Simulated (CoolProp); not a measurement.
A closed Brayton cycle with carbon dioxide: compressor inlet 317.15 K and 8.1 MPa, high pressure 17.8 MPa, turbine inlet 830 K, compressor efficiency 0.85, turbine efficiency 0.93, recuperator effectiveness 0.8 (on enthalpy, no pinch check). Each further row changes one setting.

The numbers come from the reference Helmholtz-energy equation of state, Span 1996 in CoolProp.

```json
[
 {"case": "as stated", "thermal efficiency (%)": "[?]", "net work (kJ/kg)": "74.8", "compressor to turbine work": "0.31", "compressor exit (K)": "377.7", "turbine exit (K)": "732.1"},
 {"case": "turbine inlet 780 K", "thermal efficiency (%)": "27.3", "net work (kJ/kg)": "67.5", "compressor to turbine work": "0.34", "compressor exit (K)": "377.7", "turbine exit (K)": "685.8"},
 {"case": "compressor inlet 327.15 K", "thermal efficiency (%)": "[?]", "net work (kJ/kg)": "68.6", "compressor to turbine work": "[?]", "compressor exit (K)": "[?]", "turbine exit (K)": "732.1"},
 {"case": "high pressure 15.1 MPa", "thermal efficiency (%)": "[?]", "net work (kJ/kg)": "61.3", "compressor to turbine work": "[?]", "compressor exit (K)": "[?]", "turbine exit (K)": "752.1"},
 {"case": "recuperator effectiveness 0.5", "thermal efficiency (%)": "19.2", "net work (kJ/kg)": "74.8", "compressor to turbine work": "0.31", "compressor exit (K)": "377.7", "turbine exit (K)": "732.1"}
]
```

Q: What belongs in the gaps?

A: 
- as stated, thermal efficiency (%): 28.1
- compressor inlet 327.15 K, thermal efficiency (%): 27.5
- compressor inlet 327.15 K, compressor to turbine work: 0.37
- compressor inlet 327.15 K, compressor exit (K): 394.5
- high pressure 15.1 MPa, thermal efficiency (%): 25.2
- high pressure 15.1 MPa, compressor to turbine work: 0.30
- high pressure 15.1 MPa, compressor exit (K): 364.8
